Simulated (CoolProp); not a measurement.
Values from CoolProp's reference Helmholtz-energy equation of state, Lemmon 2006. It is a short technical equation, of lower accuracy than the large ones.

Task: For carbonyl sulfide, give the phase and the density (kg/m³), cp (kJ/(kg K)), cv (kJ/(kg K)), speed of sound (m/s) at 347.5 K and 1.99 MPa; 378 K and 1.99 MPa; 408.5 K and 1.99 MPa.

Result: 
- 347.5 K and 1.99 MPa: gas; density 49.0, cp 0.914, cv 0.639, speed of sound 218
- 378 K and 1.99 MPa: gas; density 43.0, cp 0.869, cv 0.642, speed of sound 234
- 408.5 K and 1.99 MPa: gas; density 38.6, cp 0.854, cv 0.651, speed of sound 248
